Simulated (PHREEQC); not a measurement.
Make-up at 85 °C: 0.29 mol CuCl2, 9.4e-05 mol HCl and 0.00057 mol Na2SO4 per kg of water. Closed to the air; pH follows from the charge balance.

All values are PHREEQC results (ion-association model, phreeqc.dat), not measurements.

Q: The ionic strength comes out as 0.427 mol/kgw. What activity coefficients do CuCl+, Cu+2, Cu2(OH)2+2, SO4-2, HSO4- get?

A: CuCl+ 0.63, Cu+2 0.22, Cu2(OH)2+2 0.24, SO4-2 0.18, HSO4- 0.70.

This is a speciation only: nothing precipitates in the calculation. Complexes and solids missing from the database can't appear. At this temperature some constants are extrapolated from 25 °C, and those without enthalpy data are left unchanged.
